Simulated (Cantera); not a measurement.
## Equilibrium for nitride etching: Si3N4 + H2

Charge: 1 mol Si3N4, 24 mol H2, held at 0.660 bar.

Method: chemical equilibrium by Gibbs-energy minimisation in Cantera with the NASA 1993 tables (ideal gas, pure condensed phases). Candidate condensed phases: Si, Si3N4; 18 gas species. Mutual solubility and eutectic melting of coexisting phases are not modelled. The numbers say what is thermodynamically allowed, not how fast it happens.

```csv
T (K),log p H2,log p N2,log p H,log p SiH2,n Si3N4(s),n Si(s)
1050,-0.18,-8.32,-8.18,-10.64,1.00,0
1100,-0.18,-7.83,-7.68,-9.85,1.00,0
1150,-0.18,-7.43,-7.22,-9.11,1.000,0
1200,-0.18,-7.09,-6.80,-8.41,1.000,0
1250,-0.18,-6.78,-6.41,-7.77,1.000,0
1300,-0.18,-6.30,-6.05,-7.30,1.000,0
1350,-0.18,-5.75,-5.71,-6.94,1.000,0
1400,-0.18,-5.24,-5.40,-6.60,1.000,0
1450,-0.18,-4.77,-5.11,-6.29,1.000,0.000904
```
log p: log10 of the partial pressure in bar; n: condensed amount in mol.

From 1050 K to 1400 K the condensed part is Si3N4(s). At 1450 K the condensed part is Si(s) + Si3N4(s). The main Si-bearing gas is SiH4 at 1050 K and SiH2 at 1450 K.
